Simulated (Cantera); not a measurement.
c-C4F8 + H2 (fluorocarbon and chlorocarbon gases)

A closed system holds: 1 mol c-C4F8, 0.1 mol H2, held at 1.33 mbar.

Cantera equilibrium calculation (NASA polynomials, part measured and part estimated; ideal gas, pure solids and liquids). Candidate condensed phases: C, C6H6, C7H8, C8H18; 95 gas species. The feed counts by its element totals alone. Gases not in the tables: C2F6 and larger saturated fluorocarbons. Equilibrium is a limit: real reactors are often held back by kinetics, nucleation or transport.

```json
[
 {"T (°C)": "700", "log p CF4": "-2.92", "log p F": "-12.40", "log p CF2": "-11.14", "log p C": "<-14", "log p C3": "<-14", "log p HF": "-3.91", "log p CF": "<-14", "log p C2": "<-14", "log p H": "<-14", "n C(graphite)": "2.05"},
 {"T (°C)": "900", "log p CF4": "-2.92", "log p F": "-9.51", "log p CF2": "-8.55", "log p C": "<-14", "log p C3": "<-14", "log p HF": "-3.91", "log p CF": "<-14", "log p C2": "<-14", "log p H": "-14.13", "n C(graphite)": "2.05"},
 {"T (°C)": "1100", "log p CF4": "-2.92", "log p F": "-7.45", "log p CF2": "-6.73", "log p C": "<-14", "log p C3": "<-14", "log p HF": "-3.91", "log p CF": "-11.78", "log p C2": "<-14", "log p H": "-12.40", "n C(graphite)": "2.05"},
 {"T (°C)": "1300", "log p CF4": "-2.92", "log p F": "-5.92", "log p CF2": "-5.38", "log p C": "<-14", "log p C3": "<-14", "log p HF": "-3.91", "log p CF": "-9.43", "log p C2": "<-14", "log p H": "-11.11", "n C(graphite)": "2.05"},
 {"T (°C)": "1500", "log p CF4": "-2.94", "log p F": "-4.74", "log p CF2": "-4.35", "log p C": "-12.91", "log p C3": "-13.30", "log p HF": "-3.92", "log p CF": "-7.63", "log p C2": "-14.39", "log p H": "-10.11", "n C(graphite)": "2.02"},
 {"T (°C)": "1700", "log p CF4": "-3.09", "log p F": "-3.83", "log p CF2": "-3.59", "log p C": "-10.77", "log p C3": "-10.85", "log p HF": "-3.99", "log p CF": "-6.22", "log p C2": "-11.92", "log p H": "-9.33", "n C(graphite)": "1.87"},
 {"T (°C)": "1900", "log p CF4": "-3.80", "log p F": "-3.24", "log p CF2": "-3.28", "log p C": "-9.03", "log p C3": "-8.86", "log p HF": "-4.23", "log p CF": "-5.23", "log p C2": "-9.92", "log p H": "-8.73", "n C(graphite)": "1.63"},
 {"T (°C)": "2100", "log p CF4": "-5.45", "log p F": "-3.01", "log p CF2": "-3.55", "log p C": "-7.58", "log p C3": "-7.21", "log p HF": "-4.39", "log p CF": "-4.67", "log p C2": "-8.26", "log p H": "-7.92", "n C(graphite)": "2.49"},
 {"T (°C)": "2300", "log p CF4": "-7.34", "log p F": "-2.94", "log p CF2": "-4.03", "log p C": "-6.36", "log p C3": "-5.82", "log p HF": "-4.45", "log p CF": "-4.33", "log p C2": "-6.85", "log p H": "-7.04", "n C(graphite)": "3.19"},
 {"T (°C)": "2500", "log p CF4": "-9.19", "log p F": "-2.93", "log p CF2": "-4.56", "log p C": "-5.31", "log p C3": "-4.65", "log p HF": "-4.49", "log p CF": "-4.09", "log p C2": "-5.66", "log p H": "-6.21", "n C(graphite)": "2.88"},
 {"T (°C)": "2700", "log p CF4": "-11.11", "log p F": "-2.99", "log p CF2": "-5.22", "log p C": "-4.49", "log p C3": "-3.87", "log p HF": "-4.59", "log p CF": "-4.03", "log p C2": "-4.79", "log p H": "-5.51", "n C(graphite)": "0"},
 {"T (°C)": "2900", "log p CF4": "-12.86", "log p F": "-3.00", "log p CF2": "-5.97", "log p C": "-4.02", "log p C3": "-3.97", "log p HF": "-4.76", "log p CF": "-4.19", "log p C2": "-4.54", "log p H": "-5.01", "n C(graphite)": "0"},
 {"T (°C)": "3100", "log p CF4": "-14.53", "log p F": "-3.02", "log p CF2": "-6.72", "log p C": "-3.67", "log p C3": "-4.22", "log p HF": "-5.11", "log p CF": "-4.41", "log p C2": "-4.44", "log p H": "-4.76", "n C(graphite)": "0"},
 {"T (°C)": "3300", "log p CF4": "<-14", "log p F": "-3.04", "log p CF2": "-7.50", "log p C": "-3.47", "log p C3": "-4.77", "log p HF": "-5.58", "log p CF": "-4.71", "log p C2": "-4.56", "log p H": "-4.69", "n C(graphite)": "0"}
]
```
log p: log10 of the partial pressure in bar; n: condensed amount in mol.

From 700 °C to 2500 °C the condensed part is C(graphite). From 2700 °C to 3300 °C nothing is condensed. The main C-bearing gas is CF4 at 700 °C and C at 3300 °C.
